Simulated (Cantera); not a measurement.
A perfectly stirred reactor is fed with 45.5 % CH₄, 45.5 % CO₂, 9.09 % H₂, at 0.240 bar; it is held at 2150 K, and followed from long to short residence time.

Cantera simulation using GRI-Mech 3.0 (53 species, 325 reactions); the numbers are that mechanism's predictions, not measurements.

x: mole fraction; the columns are a selection and need not sum to one.

```
τ (s)      x CH₄    x CO₂   x H₂    x CH₂    x HCO
-------  -------  -------  -----  -------  -------
0.55     0.00181  0.00342  0.500        …  1.91e-7
0.22     0.00297  0.00568  0.488        …  2.19e-7
0.088    0.00489  0.00956  0.469        …  2.89e-7
0.035    0.00806   0.0164  0.441        …  4.47e-7
0.014     0.0132   0.0284  0.403        …  7.62e-7
0.0055    0.0224   0.0511  0.360        …  1.33e-6
0.0022    0.0393   0.0937  0.328        …  2.26e-6
0.00088   0.0724    0.166  0.317  5.29e-5  3.76e-6
0.00035    0.131    0.258  0.309  5.52e-5  6.08e-6
0.00014    0.216    0.343  0.266  5.50e-5  8.32e-6
```

Question: Complete the blanks.

Answer: 
- 0.55, x CH₂: 5.93e-6
- 0.22, x CH₂: 8.95e-6
- 0.088, x CH₂: 1.33e-5
- 0.035, x CH₂: 1.94e-5
- 0.014, x CH₂: 2.75e-5
- 0.0055, x CH₂: 3.76e-5
- 0.0022, x CH₂: 4.70e-5
